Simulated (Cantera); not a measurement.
Input: 1 mol SiH4, 0.3 mol CO2, 15 mol H2, at 1425 K and 13.0 Pa.

These are equilibrium values from Cantera (NASA tables, ideal gas, pure condensed phases), not measurements of a reactor. Candidate condensed phases: C, C6H6, C7H8, C8H18, H2O, Si, SiC, SiO2; 123 gas species. Mutual solubility and eutectic melting of coexisting phases are not modelled. Rates play no part.

Base state: H2 0.965, SiO 0.0334, CO 0.000680, H 0.000588, Si 1.24e-5 (mole fractions); condensed: Si(s) + SiC(s).

Problem. What changes in the equilibrium state with this change: temperature from 1425 K to 775 K?

Solution. 
```csv
species,before,after
H2,0.965,1.00
SiO,0.0334,<1e-9
CO,0.000680,<1e-9
H,0.000588,<1e-9
Si,1.24e-5,<1e-9
"Si(s), mol",0.124,0.400
"SiC(s), mol",0.288,0.300
"SiO2(α-quartz), mol",0,0.300
```
